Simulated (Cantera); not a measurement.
A freely propagating, adiabatic, planar premixed flame of H₂ : O₂ : N₂ = 1 : 0.263 : 0.92 (molar parts), unburnt at 498 K and 27000 Pa; mixture-averaged transport, grid criteria slope 0.08 and curve 0.16, no radiation.

Detailed kinetics in Cantera: the H2/O2 subset of GRI-Mech 3.0, which has no nitrogen chemistry. Burning velocities carry a grid error of a few per cent, more on coarse grids.

Question: Predict: laminar burning velocity; thermal thickness; peak x(O); peak x(OH); peak x(H); peak x(HO₂).

Answer: 
| Property | Result |
|---|---|
| laminar burning velocity | 598 cm/s |
| thermal thickness | 2.29 mm |
| peak x(O) | 0.00538 |
| peak x(OH) | 0.00611 |
| peak x(H) | 0.119 |
| peak x(HO₂) | 0.000123 |
